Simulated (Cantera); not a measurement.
Feed: 1 mol SiO₂, 5.6 mol HCl, 22 mol N₂, at 100000 Pa.

Method: chemical equilibrium by Gibbs-energy minimisation in Cantera with the NASA 1993 tables (ideal gas, pure condensed phases). Candidate condensed phases: H₂O, NH₄Cl, Si, SiO₂, Si₂N₂O, Si₃N₄; 47 gas species. The tables hold silica as quartz up to 1696 K and as liquid above; real silica turns to tridymite and cristobalite and melts near 1996 K. Kinetics and transport are ignored.

At 1598 K, list the 5 most abundant gas species with their mole fractions, and the condensed phases.

N₂ 0.797, HCl 0.202, Cl 0.000512, H₂ 0.000276, H₂O 0.000163. Condensed: SiO₂(β-quartz).
